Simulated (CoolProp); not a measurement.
Vapour-liquid equilibrium of benzene (1) + n-heptane (2) at 93.75 °C; x and y are mole fractions of (1).

Values from CoolProp's multi-fluid Helmholtz-energy mixture model, Thol 2012 and Span 2003; pair parameters Bell 2016.

```
x     bubble pressure, mixture model (bar)  bubble pressure, Raoult's law (bar)  y, mixture model  y, Raoult's law
----  ------------------------------------  -----------------------------------  ----------------  ---------------
0.05                                0.9346                               0.9142                 …            0.083
0.2                                  1.084                                1.009             0.339            0.300
0.35                                     …                                1.104             0.509            0.481
0.5                                      …                                1.199                 …            0.632
0.65                                 1.404                                1.294             0.743            0.761
0.8                                  1.467                                1.389             0.844            0.873
0.95                                 1.508                                1.484             0.956            0.970
```

**Question.** What belongs in the gaps?

**Answer.** 
- 0.05, y, mixture model: 0.100
- 0.35, bubble pressure, mixture model (bar): 1.215
- 0.5, bubble pressure, mixture model (bar): 1.321
- 0.5, y, mixture model: 0.637

The largest gap from Raoult's law is +10.2 % in bubble pressure, at x = 0.5. No azeotrope shows between x = 0.05 and 0.95.

The pair parameters rest on a limited set of measurements; away from them the model extrapolates.
